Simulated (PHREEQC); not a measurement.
## Buffer (model solution)

Consider water at 25 °C with 0.00019 mol NaHSO4, 0.0001 mol Na2B4O7 and 0.0027 mol KCl per kg of water. Closed to the air; pH follows from the charge balance.

All values are PHREEQC results (ion-association model, phreeqc.dat), not measurements.

- pH: 7.60
- ionic strength: 0.00327 mol/kgw
- specific conductance: 433 µS/cm

| species | molality | activity | log γ |
|---|---|---|---|
| Cl- | 0.00270 | 0.00254 | -0.027 |
| K+ | 0.00270 | 0.00253 | -0.027 |
| H3BO3 | 0.000390 | 0.000391 | 0.000 |
| Na+ | 0.000390 | 0.000366 | -0.027 |
| SO4-2 | 0.000187 | 0.000146 | -0.107 |
| H2BO3- | 9.60e-6 | 9.01e-6 | -0.027 |
| KSO4- | 2.77e-6 | 2.60e-6 | -0.026 |
| OH- | 4.32e-7 | 4.06e-7 | -0.027 |
| NaSO4- | 2.85e-7 | 2.68e-7 | -0.026 |
| H+ | 2.64e-8 | 2.49e-8 | -0.025 |

No solid was allowed to form.
